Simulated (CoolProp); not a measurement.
Vapour-liquid equilibrium of carbon dioxide (1) + carbonyl sulfide (2) at 0.935 MPa; x and y are mole fractions of (1).

Values from CoolProp's multi-fluid Helmholtz-energy mixture model, Span 1996 and Lemmon 2006; pair parameters Bell 2016.

Problem. Give the bubble temperature and the first vapour's composition at x = 0.05, 0.75, 0.95. Is there an azeotrope?

Solution. x = 0.05: 275.6 K, y = 0.261; x = 0.75: 236.0 K, y = 0.914; x = 0.95: 232.1 K, y = 0.980. No azeotrope shows between x = 0.05 and 0.95.

Pair parameters are fitted to limited data, so mixtures are less certain than the pure fluids.
